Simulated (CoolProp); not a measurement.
C3F8 (R218) at several states: Z from the reference equation and from simpler models built on Tc = 345.0 K, pc = 26.40 bar, ω = 0.317; each cubic takes its own stable root.

The numbers come from the reference Helmholtz-energy equation of state, Lemmon 2006 in CoolProp. It is a short technical equation, of lower accuracy than the large ones.

```json
[
 {"T (K)": "335.5", "p (bar)": "0.153", "phase": "gas", "reference": "0.9979", "van der Waals": "0.9982", "Redlich-Kwong": "0.9979", "Soave-Redlich-Kwong": "0.9978", "Peng-Robinson": "0.9976"},
 {"T (K)": "231.3", "p (bar)": "1.45", "phase": "liquid", "reference": "0.008689", "van der Waals": "0.9569", "Redlich-Kwong": "(withheld)", "Soave-Redlich-Kwong": "0.009161", "Peng-Robinson": "0.008102"},
 {"T (K)": "216.1", "p (bar)": "2.19", "phase": "liquid", "reference": "0.01357", "van der Waals": "0.9215", "Redlich-Kwong": "0.01490", "Soave-Redlich-Kwong": "0.01429", "Peng-Robinson": "0.01266"},
 {"T (K)": "339.5", "p (bar)": "1.37", "phase": "gas", "reference": "0.9818", "van der Waals": "0.9838", "Redlich-Kwong": "0.9813", "Soave-Redlich-Kwong": "0.9811", "Peng-Robinson": "0.9791"},
 {"T (K)": "208.8", "p (bar)": "82.8", "phase": "liquid", "reference": "(withheld)", "van der Waals": "(withheld)", "Redlich-Kwong": "0.5548", "Soave-Redlich-Kwong": "0.5388", "Peng-Robinson": "0.4793"}
]
```

Some entries are withheld; supply them.


- 231.3, Redlich-Kwong: 0.9403
- 208.8, reference: 0.5153
- 208.8, van der Waals: 0.7974

At some of these states van der Waals, Redlich-Kwong gives the other phase, because its saturation line lies elsewhere.
